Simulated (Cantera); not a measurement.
# Premixed flame

A freely propagating, adiabatic, planar premixed flame of CO : H₂ : O₂ : N₂ = 1 : 0.033 : 0.615 : 2.31 (molar parts), equivalence ratio 0.84, unburnt at 400 K and 630000 Pa; mixture-averaged transport, grid criteria slope 0.08 and curve 0.16, no radiation.

Cantera simulation using GRI-Mech 3.0 (53 species, 325 reactions); the numbers are that mechanism's predictions, not measurements. The hydrogen kinetics of GRI-Mech 3.0 are dated; newer H2 mechanisms differ, most at raised pressure. Burning velocities carry a grid error of a few per cent, more on coarse grids.

| z (mm) | T (K) | u (m/s) | x CO | x H₂ | x O₂ | x H₂O₂ | x NO₂ | x CO₂ |
|---|---|---|---|---|---|---|---|---|
| -0.467 | 400 | 0.281 | 0.253 | 0.00822 | 0.155 | <1e-8 | <1e-8 | 1.14e-7 |
| -0.311 | 401 | 0.281 | 0.253 | 0.00788 | 0.155 | 1.25e-7 | <1e-8 | 5.48e-6 |
| -0.234 | 402 | 0.283 | 0.253 | 0.00740 | 0.155 | 6.30e-7 | 1.42e-8 | 3.40e-5 |
| -0.156 | 420 | 0.295 | 0.252 | 0.00627 | 0.155 | 5.65e-6 | 1.62e-7 | 0.000466 |
| -0.0778 | 645 | 0.449 | 0.236 | 0.00374 | 0.147 | 6.37e-5 | 2.49e-6 | 0.0134 |
| -0.0389 | 1053 | 0.719 | 0.197 | 0.00210 | 0.127 | 6.47e-5 | 1.01e-6 | 0.0534 |
| 0 | 1507 | 0.997 | 0.138 | 0.000688 | 0.0951 | 1.42e-6 | 2.58e-7 | 0.122 |
| 0.0389 | 1789 | 1.16 | 0.0933 | 0.000320 | 0.0712 | 3.40e-7 | 2.91e-7 | 0.176 |
| 0.0778 | 1948 | 1.24 | 0.0700 | 0.000299 | 0.0596 | 1.95e-7 | 3.50e-7 | 0.205 |
| 0.156 | 2104 | 1.33 | 0.0505 | 0.000259 | 0.0509 | 1.08e-7 | 4.83e-7 | 0.229 |
| 0.311 | 2229 | 1.39 | 0.0354 | 0.000185 | 0.0444 | 6.01e-8 | 6.55e-7 | 0.248 |
| 0.623 | 2317 | 1.44 | 0.0239 | 0.000124 | 0.0393 | 3.63e-8 | 7.36e-7 | 0.262 |
| 1.25 | 2369 | 1.46 | 0.0166 | 8.59e-5 | 0.0360 | 2.61e-8 | 7.67e-7 | 0.270 |
x: mole fraction of selected species; z is measured from the peak of heat release.

| Property | Result |
|---|---|
| laminar burning velocity | 28.1 cm/s |
| thermal thickness | 0.156 mm |
| peak x(H₂O₂) | 8.59e-5 |
| grid points | 125 |
